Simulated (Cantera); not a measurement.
An isothermal, constant-pressure homogeneous reactor starts with 11.9 % NO, 88.1 % N2, at 1825 K and 0.570 bar.

Detailed kinetics in Cantera: GRI-Mech 3.0 (53 species, 325 reactions).

One state of this run: x NO = 0.00845; x O = 4.82e-5; x N2 = 0.936; x NO2 = 7.79e-6; x N2O = 1.46e-7; x O2 = 0.0553. x: mole fraction; the columns are a selection and need not sum to one.

Q: Which value of t (s) does it belong to?
(A) 1.00e-6
(B) 4.05e-6
(C) 80.0
(D) 1.20

A: C, 80.0
